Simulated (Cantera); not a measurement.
An isothermal, constant-pressure homogeneous reactor starts with CH4 : H2 : O2 = 0.0043 : 1 : 0.016 (molar parts), equivalence ratio 32, at 2300 K and 0.0267 bar.

Detailed kinetics in Cantera: GRI-Mech 3.0 (53 species, 325 reactions). Radical loss at walls, strong at low pressure, is not modelled.

x: mole fraction; the columns are a selection and need not sum to one.

```json
[
 {"t (s)": "0.000100", "x CH4": "0.00412", "x H2": "0.978", "x O2": "0.0152", "x CO2": "2.60e-8", "x O": "5.74e-6"},
 {"t (s)": "0.000335", "x CH4": "…", "x H2": "0.951", "x O2": "…", "x CO2": "…", "x O": "…"},
 {"t (s)": "0.00112", "x CH4": "0.00171", "x H2": "0.936", "x O2": "1.04e-7", "x CO2": "4.98e-6", "x O": "3.40e-6"},
 {"t (s)": "0.00376", "x CH4": "0.000775", "x H2": "0.937", "x O2": "4.38e-8", "x CO2": "5.54e-6", "x O": "3.29e-6"},
 {"t (s)": "0.0126", "x CH4": "0.000252", "x H2": "0.937", "x O2": "4.35e-8", "x CO2": "1.10e-5", "x O": "3.37e-6"},
 {"t (s)": "0.0422", "x CH4": "7.28e-5", "x H2": "0.935", "x O2": "4.63e-8", "x CO2": "1.82e-5", "x O": "3.78e-6"},
 {"t (s)": "0.141", "x CH4": "3.03e-7", "x H2": "0.929", "x O2": "6.50e-8", "x CO2": "2.11e-5", "x O": "5.43e-6"},
 {"t (s)": "0.474", "x CH4": "<1e-12", "x H2": "0.917", "x O2": "1.13e-7", "x CO2": "2.11e-5", "x O": "9.41e-6"},
 {"t (s)": "1.59", "x CH4": "<1e-12", "x H2": "0.912", "x O2": "1.35e-7", "x CO2": "2.11e-5", "x O": "1.12e-5"},
 {"t (s)": "5.32", "x CH4": "<1e-12", "x H2": "0.912", "x O2": "1.36e-7", "x CO2": "2.11e-5", "x O": "1.13e-5"},
 {"t (s)": "17.8", "x CH4": "<1e-12", "x H2": "0.912", "x O2": "1.36e-7", "x CO2": "2.11e-5", "x O": "1.13e-5"},
 {"t (s)": "59.7", "x CH4": "<1e-12", "x H2": "0.912", "x O2": "1.36e-7", "x CO2": "2.11e-5", "x O": "1.13e-5"},
 {"t (s)": "200", "x CH4": "<1e-12", "x H2": "0.912", "x O2": "1.36e-7", "x CO2": "2.11e-5", "x O": "1.13e-5"}
]
```

Problem. Complete the blanks.

Solution. 
- 0.000335, x CH4: 0.00295
- 0.000335, x O2: 0.00567
- 0.000335, x CO2: 7.26e-6
- 0.000335, x O: 3.69e-5
